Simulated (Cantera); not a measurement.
Cantera run:

```python
import numpy as np
import cantera as ct

gas_names = """
    C CH CH2 CH3 CH2OH CH3O CH4 CH3OH CO CO2 COOH C2 C2H CHCO,ketyl C2H2,acetylene C2H2,vinylidene
    CH2CO,ketene C2H3,vinyl CH3CO,acetyl C2H4 C2H4O,ethylen CH3CHO,ethanal CH3COOH (HCOOH)2 C2H5 C2H6
    CH3OCH3 C2H5OH C2O C3 C3H3,propargyl C3H4,allene C3H4,propyne C3H4,cyclo- C3H5,allyl C3H6,propylene
    C3H6,cyclo- C3H6O C3H7,n-propyl C3H7,i-propyl C3H8 C3H8O,1propanol C3H8O,2propanol C3O2 C4 C4H2
    C4H4,1,3-cyclo- C4H6,butadiene C4H6,2-butyne C4H6,cyclo- C4H8,1-butene C4H8,cis2-buten
    C4H8,tr2-butene C4H8,isobutene C4H8,cyclo- (CH3COOH)2 C4H9,n-butyl C4H9,i-butyl C4H9,s-butyl
    C4H9,t-butyl C4H10,isobutane C4H10,n-butane C5 C5H6,1,3cyclo- C5H8,cyclo- C5H10,1-pentene
    C5H10,cyclo- C5H11,pentyl C5H11,t-pentyl C5H12,n-pentane C5H12,i-pentane CH3C(CH3)2CH3 C6H2
    C6H5,phenyl C6H5O,phenoxy C6H6 C6H5OH,phenol C6H10,cyclo- C6H12,1-hexene C6H12,cyclo- C6H13,n-hexyl
    C7H7,benzyl C7H8 C7H8O,cresol C7H14,1-heptene C7H15,n-heptyl C7H16,n-heptane C8H8,styrene
    C8H10,ethylbenz C8H16,1-octene C8H17,n-octyl C8H18,isooctane C8H18,n-octane C9H19,n-nonyl
    C10H8,naphthale C10H21,n-decyl C12H9,o-bipheny C12H10,bipheny Fe FeC5O5 FeO Fe(OH)2 H HCO HO2 H2
    HCHO,formaldehy HCOOH H2O H2O2 O OH O2 O3
""".split()
cond_names = """
    C(gr) C6H6(L) C7H8(L) C8H18(L),n-octa Fe(a) Fe(c) Fe(d) Fe(L) FeC5O5(L) FeO(s) FeO(L) Fe(OH)2(s)
    Fe(OH)3(s) Fe2O3(s) Fe3O4(s) H2O(s) H2O(L)
""".split()


def load(file, names, dense=False):
    # The tables refer to 1 bar. Condensed volumes are neglected.
    table = {s.name: s for s in ct.Species.list_from_file(file)}
    out = []
    for n in names:
        d = dict(table[n].input_data)
        d["thermo"] = dict(d["thermo"], **{"reference-pressure": 1e5})
        if dense:
            d["equation-of-state"] = {"model": "constant-volume", "density": "1e6 g/cm^3"}
        out.append(ct.Species.from_dict(d))
    return out


gas = ct.Solution(thermo="ideal-gas", species=load("nasa_gas.yaml", gas_names))
cond = {s.name: ct.Solution(thermo="fixed-stoichiometry", species=[s], name=s.name)
        for s in load("nasa_condensed.yaml", cond_names, dense=True)}
atoms = {
    'Fe(CO)5': {'Fe': 1, 'C': 5, 'O': 5},
    'CO': {'C': 1, 'O': 1},
    'H2': {'H': 2},
}
top_T = {'C(gr)': 4500, 'Fe2O3(s)': 1830, 'Fe3O4(s)': 1870}  # K; cautious upper limits of use, not melting points


def equilibrate(T, P, feed):
    n = {}
    for name, mol in feed.items():
        for a, k in atoms[name].items():
            n[a] = n.get(a, 0.0) + k * mol
    gas.TPX = T, P, n
    mass = sum(n.values()) * gas.mean_molecular_weight
    gas.equilibrate("TP")
    valid = [c for c in cond.values() if c.min_temp <= T <= top_T.get(c.name, c.max_temp)]
    mix = ct.Mixture([(gas, mass / gas.mean_molecular_weight)] + [(c, 0.0) for c in valid])
    mix.T, mix.P = T, P
    mix.equilibrate("TP", solver="vcs", rtol=1e-11, max_steps=5000)
    return mix


results = []
feed = {'Fe(CO)5': 1, 'CO': 0.41, 'H2': 1.6}  # mol
T = 923.15  # K
P = 470000  # Pa
mix = equilibrate(T, P, feed)
results.append((T, P, feed, dict(zip(mix.species_names, mix.species_moles))))
print(gas.report(threshold=1e-06))
for i in range(1, mix.n_phases):
    print(f"{mix.phase(i).name:16s} {mix.phase_moles(i):12.5e} mol")
```

Output:

```
       temperature   923.15 K
          pressure   4.7e+05 Pa
           density   1.7054 kg/m^3
  mean mol. weight   27.851 kg/kmol
   phase of matter   gas

                          1 kg             1 kmol
                     ---------------   ---------------
          enthalpy       -7.6292e+06       -2.1248e+08  J
   internal energy       -7.9048e+06       -2.2015e+08  J
           entropy            8360.5        2.3284e+05  J/K
    Gibbs function       -1.5347e+07       -4.2743e+08  J
 heat capacity c_p            1568.5             43684  J/K
 heat capacity c_v              1270             35370  J/K

                      mass frac. Y      mole frac. X     chem. pot. / RT
                     ---------------   ---------------   ---------------
               CH4          0.018267          0.031711           -36.477
                CO           0.16974           0.16877           -40.028
               CO2           0.66495           0.42081           -78.644
                H2          0.012339           0.17047           -17.532
               H2O            0.1347           0.20824           -56.148
     [ +109 minor]        1.0992e-06         8.905e-07

C(gr)             3.16166e+00 mol
Fe(a)             0.00000e+00 mol
FeC5O5(L)         0.00000e+00 mol
FeO(s)            1.00000e+00 mol
Fe(OH)2(s)        0.00000e+00 mol
Fe(OH)3(s)        0.00000e+00 mol
Fe2O3(s)          0.00000e+00 mol
Fe3O4(s)          0.00000e+00 mol
```

Equilibrium computed with Cantera from the NASA thermochemical tables; the gas is ideal and each condensed phase is pure. The tables' stoichiometric FeO is somewhat more stable than real wüstite, so its field is too wide. FeO: taken at fixed stoichiometry.
